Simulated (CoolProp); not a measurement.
Vapour-liquid equilibrium of hydrogen chloride (1) + propane (2) at 3.57 bar; x and y are mole fractions of (1).

Computed with CoolProp (multi-fluid Helmholtz-energy mixture model, Thol 2018 and Lemmon 2009; pair parameters Bell 2016).

| x | bubble temperature (°C) | y at the bubble point | dew temperature at overall composition x (°C) | liquid density (mol/L) |
|---|---|---|---|---|
| 0.05 | (withheld) | 0.365 | -10.5 | 12.97 |
| 0.125 | -34.9 | 0.635 | -13.0 | 13.93 |
| 0.2 | -42.9 | 0.754 | -15.5 | 14.83 |
| 0.275 | -47.8 | 0.814 | -18.2 | 15.71 |
| 0.35 | -50.9 | 0.847 | (withheld) | 16.62 |
| 0.425 | -52.8 | 0.868 | -24.3 | 17.60 |
| 0.5 | (withheld) | 0.882 | -27.7 | 18.66 |
| 0.575 | -55.2 | 0.893 | -31.5 | 19.85 |
| 0.65 | -56.0 | 0.903 | (withheld) | 21.18 |
| 0.725 | -56.7 | 0.914 | -40.7 | 22.70 |
| 0.8 | -57.4 | 0.927 | -46.6 | (withheld) |
| 0.875 | -58.2 | 0.946 | -53.6 | 26.49 |
| 0.95 | -59.0 | 0.973 | -58.3 | (withheld) |

Question: What belongs in the gaps?

Answer: 
- 0.05, bubble temperature (°C): -21.7
- 0.35, dew temperature at overall composition x (°C): -21.1
- 0.5, bubble temperature (°C): -54.2
- 0.65, dew temperature at overall composition x (°C): -35.8
- 0.8, liquid density (mol/L): 24.45
- 0.95, liquid density (mol/L): 28.87

No azeotrope shows between x = 0.05 and 0.95.

The pair parameters rest on a limited set of measurements; away from them the model extrapolates. With so large a gap from Raoult's law the liquid may split in two, which this calculation doesn't test in full.
